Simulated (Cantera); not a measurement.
Input (Python, Cantera) and output of one run.

```python
import numpy as np
import cantera as ct

gas_names = """
    B BH BH2 BH3 B2 H H2
""".split()
cond_names = """
    B(b) B(L)
""".split()


# ... load() reads the species with a 1 bar reference pressure and builds the phases ...
atoms = {
    'B2H6': {'B': 2, 'H': 6},
    'H2': {'H': 2},
}
top_T = {}  # K; cautious upper limits of use, not melting points


# ... equilibrate(T, P, feed) seeds the gas with the atoms and calls Mixture.equilibrate('TP', solver="vcs", rtol=1e-11, max_steps=5000) ...
results = []
feed = {'B2H6': 1, 'H2': 1.6}  # mol
T = 1625  # K
P = 210  # Pa
mix = equilibrate(T, P, feed)
results.append((T, P, feed, dict(zip(mix.species_names, mix.species_moles))))
print(gas.report(threshold=1e-06))
for i in range(1, mix.n_phases):
    print(f"{mix.phase(i).name:16s} {mix.phase_moles(i):12.5e} mol")
```

Output:

```
       temperature   1625 K
          pressure   210 Pa
           density   3.1316e-05 kg/m^3
  mean mol. weight   2.0148 kg/kmol
   phase of matter   gas

                          1 kg             1 kmol
                     ---------------   ---------------
          enthalpy        2.0216e+07        4.0732e+07  J
   internal energy        1.3511e+07        2.7221e+07  J
           entropy        1.1556e+05        2.3282e+05  J/K
    Gibbs function       -1.6756e+08        -3.376e+08  J
 heat capacity c_p             16295             32831  J/K
 heat capacity c_v             12168             24517  J/K

                      mass frac. Y      mole frac. X     chem. pot. / RT
                     ---------------   ---------------   ---------------
               BH2        0.00020698        3.2514e-05           -27.747
                 H        0.00076964         0.0015384           -12.503
                H2           0.99902           0.99843           -25.006
     [   +4 minor]        3.5894e-06         5.314e-07

B(b)              1.99985e+00 mol
```

These are equilibrium values from Cantera (NASA tables, ideal gas, pure condensed phases), not measurements of a reactor. The feed counts by its element totals alone. The tables' values for BH2 are old estimates; treat these amounts as uncertain.
